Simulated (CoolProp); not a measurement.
Values from CoolProp's reference Helmholtz-energy equation of state, Lemmon 2005. It is a short technical equation, of lower accuracy than the large ones.

Problem. Give the vapour pressure (kPa), vapour density (kg/m³), liquid cp (kJ/(kg K)), surface tension (mN/m) of saturated cis-2-butene at 334.8, 387.8 K.

Solution. 
| T (K) | p (kPa) | vapour density (kg/m³) | liquid cp (kJ/(kg K)) | surface tension (mN/m) |
|---|---|---|---|---|
| 334.8 | 603 | 14.1 | 2.44 | 9.54 |
| 387.8 | 1880 | 46.8 | 2.99 | 3.77 |

Surface tension comes from a separate correlation (Mulero 2014).
